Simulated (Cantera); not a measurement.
Feed: 1 mol Fe₂O₃, 1.8 mol Cl₂, 1.7 mol O₂, held at 1.00 bar.

These are equilibrium values from Cantera (NASA tables, ideal gas, pure condensed phases), not measurements of a reactor. Candidate condensed phases: Fe, FeCl₂, FeCl₃, FeO, Fe₂O₃, Fe₃O₄; 13 gas species. Equilibrium is a limit: real reactors are often held back by kinetics, nucleation or transport.

**Question.** At 700 °C, list the 4 most abundant gas species with their mole fractions, and the condensed phases.

**Answer.** Cl₂ 0.512, O₂ 0.487, FeCl₃ 0.00137, Cl 0.000184. Condensed: Fe₂O₃(s).
